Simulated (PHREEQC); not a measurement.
Dissolve 0.8 mol KOH and 0.028 mol K2SO4 per kg of water at 25 °C. Closed to the air; pH follows from the charge balance.

Model: Pitzer model, pitzer.dat, run in PHREEQC.

| Quantity | Result |
|---|---|
| pH | 13.82 |
| ionic strength | 0.884 mol/kgw |
| activity of water | 0.971 |
| density | 1.039 g/cm³ |
| osmotic coefficient | 0.967 |
| total alkalinity | 800 meq/kg |

```
species  molality  activity   log γ
-------  --------  --------  ------
K+          0.856     0.559  -0.185
OH-         0.800     0.647  -0.092
SO4-2      0.0280   0.00242  -1.063
```

No solid was allowed to form.
